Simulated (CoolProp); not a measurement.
A single-stage vapour-compression cycle with R134a: evaporating at 280.15 K (dew point), condensing at 330.15 K (bubble point), superheat 0 K, subcooling 0 K, compressor efficiency 0.7, no pressure losses. Each further row changes one setting.

Values from CoolProp's reference Helmholtz-energy equation of state, Tillner-Roth 1994.

```json
[
 {"case": "as stated", "cooling COP": "2.84", "pressure ratio": "4.18", "discharge temperature (K)": "345.6", "refrigerating effect (kJ/kg)": "120", "volumetric capacity (kJ/m³)": "2200"},
 {"case": "evaporating temperature 285.15 K", "cooling COP": "3.30", "pressure ratio": "3.53", "discharge temperature (K)": "343.6", "refrigerating effect (kJ/kg)": "123", "volumetric capacity (kJ/m³)": "2650"},
 {"case": "condensing temperature 325.15 K", "cooling COP": "3.30", "pressure ratio": "3.70", "discharge temperature (K)": "339.5", "refrigerating effect (kJ/kg)": "128", "volumetric capacity (kJ/m³)": "2340"},
 {"case": "subcooling 5 K", "cooling COP": "3.02", "pressure ratio": "4.18", "discharge temperature (K)": "345.6", "refrigerating effect (kJ/kg)": "128", "volumetric capacity (kJ/m³)": "2340"},
 {"case": "superheat 10 K", "cooling COP": "2.88", "pressure ratio": "4.18", "discharge temperature (K)": "355.7", "refrigerating effect (kJ/kg)": "129", "volumetric capacity (kJ/m³)": "2250"},
 {"case": "compressor efficiency 0.6", "cooling COP": "2.43", "pressure ratio": "4.18", "discharge temperature (K)": "351.6", "refrigerating effect (kJ/kg)": "120", "volumetric capacity (kJ/m³)": "2200"}
]
```
